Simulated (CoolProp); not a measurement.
Vapour-liquid equilibrium of R13 (1) + isobutane (2) at -5.95 °C; x and y are mole fractions of (1).

Model: multi-fluid Helmholtz-energy mixture model, Platzer 1990 and Bücker 2006; pair parameters Bell 2016, in CoolProp. This equation is an older, rougher fit; its heat capacities, sound speeds and derivatives of the liquid may be far off and weren't checked against measurements.

```tsv
x	bubble pressure, mixture model (kPa)	bubble pressure, Raoult's law (kPa)	y, mixture model	y, Raoult's law
0.05	239.7	204.6	0.477	0.413
0.15	442.8	360.9	0.726	0.702
0.25	618.1	517.2	0.811	0.817
0.35	771.3	673.5	0.856	0.878
0.45	908.7	829.7	0.886	0.916
0.55	1037	986.0	0.908	0.942
0.65	1162	1142	0.927	0.961
0.75	1293	1299	0.946	0.976
0.85	1435	1455	0.965	0.987
0.95	1597	1611	0.987	0.996
```

The largest gap from Raoult's law is +22.7 % in bubble pressure, at x = 0.15. No azeotrope shows between x = 0.05 and 0.95.

Pair parameters are fitted to limited data, so mixtures are less certain than the pure fluids. The gap from Raoult's law changes sign with composition, which may be real or a fault of the pair parameters; it wasn't checked against measurements.
